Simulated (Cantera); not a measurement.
# Ignition delay

Mixture: 8.43 % CH₄, 12.6 % CO, 16.6 % O₂, 62.3 % N₂, equivalence ratio 1.4, at 760 Torr, adiabatic and at constant pressure. Ignition delay is the time to a rise of 400 K.

Model: GRI-Mech 3.0 (53 species, 325 reactions), integrated in Cantera.

```json
[
 {"T0 (K)": "1275", "delay (ms)": "25.9"},
 {"T0 (K)": "1375", "delay (ms)": "6.29"},
 {"T0 (K)": "1475", "delay (ms)": "1.83"},
 {"T0 (K)": "1575", "delay (ms)": "0.650"},
 {"T0 (K)": "1675", "delay (ms)": "0.279"},
 {"T0 (K)": "1775", "delay (ms)": "0.138"}
]
```

```yaml
apparent activation energy between 1575 and 1775 K: 180 kJ/mol
```
